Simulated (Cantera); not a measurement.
What does this Cantera script print?

```python
import numpy as np
import cantera as ct

gas = ct.Solution("gri30.yaml")
gas.TPX = 1525, 840000, {'CH3OH': 1, 'O2': 0.75, 'N2': 8.25}
reactor = ct.IdealGasConstPressureReactor(gas, energy="on", clone=False)
net = ct.ReactorNet([reactor])
net.rtol, net.atol = 1e-08, 1e-16
show = ['CH3OH', 'O2', 'HCO', 'NO', 'HCN', 'H2O']
times = np.geomspace(2e-06, 1, 12)

steps = ct.SolutionArray(gas, extra=["t"])
rows = []
print(f"{'t/s':>10s}{'T/K':>9s}{'P/Pa':>11s}" + "".join(f"{s:>11s}" for s in show))
for t in times:
    while net.time < t:
        t_next = net.step()
        steps.append(gas.state, t=t_next)
    rows.append([np.interp(t, steps.t, y) for y in (steps.T, steps.P, *steps(*show).X.T)])
    print(f"{t:10.3e}{rows[-1][0]:9.1f}{rows[-1][1]:11.4g}" + "".join(f"{x:11.3e}" for x in rows[-1][2:]))
rate = np.gradient(steps.T, steps.t)
print("integrator steps:", len(steps.t))
if steps.T.max() > steps.T[0] + 200:
    print(f"time of steepest temperature rise: {steps.t[rate.argmax()]:.4e} s")
gas.TPX = 1525, 840000, {'CH3OH': 1, 'O2': 0.75, 'N2': 8.25}
gas.equilibrate("HP")
print(f"equilibrium (HP): T = {gas.T:.1f} K  " + "  ".join(f"{s} {gas[s].X[0]:.3e}" for s in show))
```

Output:

```
       t/s      T/K       P/Pa      CH3OH         O2        HCO         NO        HCN        H2O
 2.000e-06   1524.9    8.4e+05  9.984e-02  7.490e-02  4.091e-09  3.830e-13  4.136e-13  5.973e-05
 6.594e-06   1525.1    8.4e+05  9.921e-02  7.458e-02  5.122e-08  1.993e-12  2.175e-12  3.096e-04
 2.174e-05   1541.8    8.4e+05  8.642e-02  6.898e-02  6.799e-06  3.159e-11  4.165e-11  7.561e-03
 7.166e-05   2160.2    8.4e+05  8.444e-13  1.510e-05  3.682e-07  1.084e-05  6.170e-08  1.104e-01
 2.363e-04   2176.5    8.4e+05  6.852e-13  8.075e-07  9.048e-08  1.073e-05  4.217e-08  1.113e-01
 7.789e-04   2178.1    8.4e+05  6.541e-13  3.431e-07  6.154e-08  1.007e-05  6.125e-08  1.114e-01
 2.568e-03   2178.1    8.4e+05  6.589e-13  3.389e-07  6.122e-08  1.014e-05  1.016e-07  1.114e-01
 8.465e-03   2178.1    8.4e+05  6.590e-13  3.389e-07  6.122e-08  1.076e-05  1.142e-07  1.114e-01
 2.791e-02   2178.1    8.4e+05  6.591e-13  3.388e-07  6.122e-08  1.235e-05  1.315e-07  1.114e-01
 9.201e-02   2178.1    8.4e+05  6.593e-13  3.387e-07  6.121e-08  1.436e-05  1.534e-07  1.114e-01
 3.033e-01   2178.1    8.4e+05  6.594e-13  3.387e-07  6.121e-08  1.476e-05  1.578e-07  1.114e-01
 1.000e+00   2178.1    8.4e+05  6.594e-13  3.387e-07  6.121e-08  1.476e-05  1.578e-07  1.114e-01
integrator steps: 1953
time of steepest temperature rise: 3.5297e-05 s
equilibrium (HP): T = 2178.1 K  CH3OH 6.755e-13  O2 3.387e-07  HCO 6.121e-08  NO 1.476e-05  HCN 1.578e-07  H2O 1.114e-01
```

Cantera simulation using GRI-Mech 3.0 (53 species, 325 reactions); the numbers are that mechanism's predictions, not measurements. GRI-Mech 3.0 was tuned for natural gas; its chemistry of methanol as a main component is partial and can be far from experiment.
